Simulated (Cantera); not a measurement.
**Premixed flame**

A freely propagating, adiabatic, planar premixed flame of 19.9 % H2, 16.8 % O2, 63.3 % N2, unburnt at 625 K and 101000 Pa; unity-Lewis-number transport, grid criteria slope 0.08 and curve 0.16, no radiation.

Detailed kinetics in Cantera: the H2/O2 subset of GRI-Mech 3.0, which has no nitrogen chemistry. Unity Lewis numbers drop preferential diffusion, which matters most where H2 and H carry the flame. Burning velocities carry a grid error of a few per cent, more on coarse grids. Lean hydrogen flames are cellular in practice and burn faster than this planar one.

| z (mm) | T (K) | u (m/s) | x H2 | x O2 | x OH | x O | x H2O2 | x HO2 |
|---|---|---|---|---|---|---|---|---|
| -0.920 | 625 | 3.70 | 0.199 | 0.168 | <1e-8 | <1e-8 | <1e-8 | <1e-8 |
| -0.614 | 625 | 3.70 | 0.199 | 0.168 | <1e-8 | <1e-8 | <1e-8 | 1.50e-7 |
| -0.460 | 625 | 3.70 | 0.199 | 0.168 | <1e-8 | <1e-8 | 3.44e-8 | 1.05e-6 |
| -0.307 | 628 | 3.71 | 0.198 | 0.168 | 1.82e-8 | 2.85e-7 | 4.13e-7 | 1.27e-5 |
| -0.153 | 696 | 4.10 | 0.190 | 0.164 | 5.14e-5 | 4.28e-5 | 6.23e-6 | 0.000201 |
| -0.0767 | 925 | 5.37 | 0.156 | 0.149 | 0.000720 | 0.000804 | 8.69e-6 | 0.000172 |
| 0 | 1274 | 7.23 | 0.0771 | 0.112 | 0.00445 | 0.00648 | 6.95e-6 | 9.14e-5 |
| 0.0767 | 1507 | 8.41 | 0.0277 | 0.0852 | 0.00949 | 0.0132 | 3.93e-6 | 5.60e-5 |
| 0.153 | 1633 | 9.02 | 0.0170 | 0.0781 | 0.0116 | 0.0139 | 2.24e-6 | 4.23e-5 |
| 0.307 | 1766 | 9.66 | 0.0126 | 0.0755 | 0.0127 | 0.0110 | 1.17e-6 | 3.05e-5 |
| 0.614 | 1886 | 10.2 | 0.00859 | 0.0745 | 0.0123 | 0.00721 | 6.50e-7 | 1.98e-5 |
| 1.23 | 1977 | 10.6 | 0.00487 | 0.0743 | 0.0103 | 0.00396 | 3.93e-7 | 1.12e-5 |
| 2.45 | 2035 | 10.9 | 0.00226 | 0.0747 | 0.00750 | 0.00181 | 2.46e-7 | 5.75e-6 |
x: mole fraction of selected species; z is measured from the peak of heat release.

```
Property                    Result
------------------------  --------
laminar burning velocity  370 cm/s
thermal thickness         0.307 mm
peak x(OH)                  0.0127
peak x(O)                   0.0141
peak x(H2O2)               8.81e-6
peak x(HO2)               0.000225
```
